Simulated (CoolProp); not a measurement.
Properties of sulfur dioxide along the isotherm 525 K.

Computed with CoolProp (reference Helmholtz-energy equation of state, Gao 2016).

```tsv
p (kPa)	phase	cp (kJ/(kg K))	expansivity (1/kK)
111	gas	0.7397	1.922
167	gas	0.7409	1.931
252	gas	0.7429	1.944
380	gas	0.7458	1.965
573	gas	0.7503	1.996
865	gas	0.7572	2.045
1300	gas	0.7679	2.120
1970	gas	0.7854	2.243
2970	gas	0.8140	2.444
4480	gas	0.8636	2.789
6760	gas	0.9568	3.432
10200	supercritical	1.153	4.743
15400	supercritical	1.581	7.315
23200	supercritical	1.785	7.063
35000	supercritical	1.507	4.078
```
